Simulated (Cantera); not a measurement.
Mixture: 5.39 % CH₄, 14.4 % O₂, 80.2 % N₂, equivalence ratio 0.75, at 2.70 bar, adiabatic and at constant volume. Ignition delay is the time to a rise of 400 K.

Computed with Cantera and GRI-Mech 3.0 (53 species, 325 reactions).

### Question
Predict: delay at 1000 K; delay at 1100 K; delay at 1200 K; delay at 1300 K; delay at 1400 K; delay at 1500 K; apparent activation energy between 1300 and 1500 K.

### Answer
```json
{
 "delay at 1000 K": "0.444 s",
 "delay at 1100 K": "92.1 ms",
 "delay at 1200 K": "22.4 ms",
 "delay at 1300 K": "6.17 ms",
 "delay at 1400 K": "1.90 ms",
 "delay at 1500 K": "0.655 ms",
 "apparent activation energy between 1300 and 1500 K": "180 kJ/mol"
}
```
